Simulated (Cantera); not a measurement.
Input: 1 mol Si2Cl6, 2.9 mol HCl, 240 mol H2, held at 1000 Pa.

Equilibrium computed with Cantera from the NASA thermochemical tables; the gas is ideal and each condensed phase is pure. Candidate condensed phases: Si; 19 gas species. The feed counts by its element totals alone. The tables' values for SiCl3, SiCl are old estimates; treat these amounts as uncertain. Gases not in the tables: Si2H6 and higher silanes. Rates play no part.

x: gas mole fraction; n: condensed amount in mol.

| T (°C) | x H2 | x HCl | x SiCl2 | x SiCl4 | x H | n Si(s) | n Si(l) |
|---|---|---|---|---|---|---|---|
| 777 | 0.974 | 0.0217 | 0.000903 | 0.00217 | 8.00e-8 | 0.904 | 0 |
| 852 | 0.969 | 0.0278 | 0.00169 | 0.000695 | 4.37e-7 | 1.23 | 0 |
| 927 | 0.967 | 0.0302 | 0.00222 | 0.000148 | 1.94e-6 | 1.33 | 0 |
| 1002 | 0.967 | 0.0306 | 0.00251 | 3.03e-5 | 7.25e-6 | 1.34 | 0 |
| 1077 | 0.967 | 0.0305 | 0.00271 | 6.97e-6 | 2.34e-5 | 1.31 | 0 |
| 1152 | 0.967 | 0.0303 | 0.00287 | 1.84e-6 | 6.71e-5 | 1.28 | 0 |
| 1227 | 0.967 | 0.0301 | 0.00301 | 5.55e-7 | 0.000173 | 1.25 | 0 |
| 1302 | 0.967 | 0.0299 | 0.00313 | ? | ? | 1.22 | 0 |
| 1377 | 0.966 | 0.0296 | 0.00323 | ? | ? | 1.19 | 0 |
| 1452 | 0.965 | 0.0297 | 0.00316 | 2.75e-8 | 0.00182 | 0 | 1.18 |

Q: What belongs in the gaps?

A: 
- 1302, x SiCl4: 1.87e-7
- 1302, x H: 0.000409
- 1377, x SiCl4: 6.97e-8
- 1377, x H: 0.000893
